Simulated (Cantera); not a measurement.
Mixture: 20.7 % H2, 16.7 % O2, 62.7 % N2, equivalence ratio 0.62, at 2330 Torr, adiabatic and at constant volume. Ignition delay is the time to a rise of 400 K.

Cantera simulation using the H2/O2 subset of GRI-Mech 3.0, which has no nitrogen chemistry; the numbers are that mechanism's predictions, not measurements. The hydrogen kinetics of GRI-Mech 3.0 are dated; newer H2 mechanisms differ, most at raised pressure. Where the delays flatten at high temperature, the 400 K rule measures the pace of heat release, not the induction time.

Problem. Predict: delay at 1200 K; delay at 1300 K; delay at 1400 K; delay at 1500 K; delay at 1600 K; delay at 1700 K.

Solution. 
```
Property           Value
---------------  -------
delay at 1200 K  18.1 µs
delay at 1300 K  9.75 µs
delay at 1400 K  6.38 µs
delay at 1500 K  4.66 µs
delay at 1600 K  3.70 µs
delay at 1700 K  3.16 µs
```
